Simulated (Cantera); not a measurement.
Mixture: H2 : O2 : N2 : H2O = 1 : 0.417 : 1.57 : 0.23 (molar parts), at 5.00 bar, adiabatic and at constant volume. Ignition delay is the time to a rise of 400 K.

Cantera simulation using the H2/O2 subset of GRI-Mech 3.0, which has no nitrogen chemistry; the numbers are that mechanism's predictions, not measurements. The hydrogen kinetics of GRI-Mech 3.0 are dated; newer H2 mechanisms differ, most at raised pressure.

Problem. What does this change do: H2 1 to 0.64 parts?

Solution. 
| quantity | before | after |
|---|---|---|
| delay at 1025 K | 6.76 ms | 8.43 ms |
| delay at 1100 K | 1.20 ms | 1.51 ms |
| delay at 1175 K | 0.164 ms | 0.218 ms |
| delay at 1250 K | 17.8 µs | 20.0 µs |
| delay at 1325 K | 7.62 µs | 8.04 µs |
| delay at 1400 K | 4.73 µs | 4.93 µs |
| delay at 1475 K | 3.36 µs | 3.50 µs |
| apparent activation energy between 1325 and 1475 K | 89 kJ/mol | 90 kJ/mol |
